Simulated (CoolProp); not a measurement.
trans-2-butene at several states: density (kg/m³) from the reference equation and from simpler models built on Tc = 428.6 K, pc = 40.19 bar, ω = 0.210; each cubic takes its own stable root.

Model: reference Helmholtz-energy equation of state, Lemmon 2005, in CoolProp. It is a short technical equation, of lower accuracy than the large ones.

| T (K) | p (bar) | phase | reference |
|---|---|---|---|
| 219.7 | 8.64 | liquid | 685.1 |
| 230.1 | 109 | liquid | 682.5 |
| 302.4 | 114 | liquid | 610.7 |
| 348.8 | 135 | liquid | 563.8 |

Problem. How far does each simpler model (van der Waals, Redlich-Kwong, Peng-Robinson) lie from the reference over these 4 states: mean and median of the absolute difference, and the worst?

Solution. 
- van der Waals: mean 37.1 %, median 37.2 %, worst -39.7 % at 219.7 K and 8.64 bar
- Redlich-Kwong: mean 10.2 %, median 10.1 %, worst -10.7 % at 219.7 K and 8.64 bar
- Peng-Robinson: mean 2.8 %, median 2.8 %, worst +3.5 % at 302.4 K and 114 bar
